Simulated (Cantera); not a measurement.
Input: 1 mol Al₂O₃, 1.1 mol H₂, equilibrated at 0.590 bar.

These are equilibrium values from Cantera (NASA tables, ideal gas, pure condensed phases), not measurements of a reactor. Candidate condensed phases: Al, Al₂O₃, H₂O; 19 gas species. The tables' values for AlOH are old estimates; treat these amounts as uncertain. Equilibrium is a limit: real reactors are often held back by kinetics, nucleation or transport.

x: gas mole fraction; n: condensed amount in mol.

```csv
T (K),x H₂,x H,x H₂O,x Al,x Al₂O,n Al₂O₃(s),n Al₂O₃(l)
1723,1.000,0.000237,6.43e-6,2.42e-6,5.54e-7,1.000,0
1823,0.999,[?],[?],[?],[?],1.000,0
1923,0.999,0.00123,6.02e-5,2.25e-5,8.15e-6,1.000,0
2023,0.997,[?],[?],[?],[?],1.000,0
2123,0.995,0.00466,0.000374,0.000131,6.69e-5,1.000,0
2223,0.990,0.00830,0.000824,0.000277,0.000163,1.000,0
2323,0.983,0.0141,0.00169,0.000546,0.000362,0.999,0
2423,0.972,0.0228,0.00307,0.000989,0.000671,0,0.999
2523,0.956,0.0354,0.00525,0.00170,0.00116,0,0.997
2623,0.933,0.0530,0.00853,0.00278,0.00191,0,0.996
```

What belongs in the gaps?


- 2023, x H: 0.00247
- 2023, x H₂O: 0.000157
- 2023, x Al: 5.70e-5
- 2023, x Al₂O: 2.48e-5
- 1823, x H: 0.000564
- 1823, x H₂O: 2.08e-5
- 1823, x Al: 7.91e-6
- 1823, x Al₂O: 2.32e-6
